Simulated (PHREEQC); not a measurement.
Solution (25 °C): 0.0056 mol NaOH and 5.4e-05 mol K3PO4 per kg of water. Closed to the air; pH follows from the charge balance.

Computed with PHREEQC (ion-association model, phreeqc.dat).

```
quantity                    before    after
------------------------  --------  -------
pH                           11.71    10.61
ionic strength (mol/kgw)   0.00584  0.00582
HPO4-2 (mol/kgw)           3.97e-5  5.06e-5
PO4-3 (mol/kgw)            1.39e-5  2.97e-6
NaHPO4- (mol/kgw)          3.15e-7  3.91e-7
H2PO4- (mol/kgw)          9.81e-10  1.25e-8
```

Q: Name the change that produced these shifts.
A. temperature from 25 to 70 °C
B. diluted 100-fold with water
C. temperature from 25 to 90 °C
D. temperature from 25 to 65 °C
E. diluted 5-fold with water

A: D, temperature from 25 to 65 °C

This is a speciation only: nothing precipitates in the calculation. Away from 25 °C the constants follow the database's enthalpies or fits; those with neither stay at their 25 °C values.
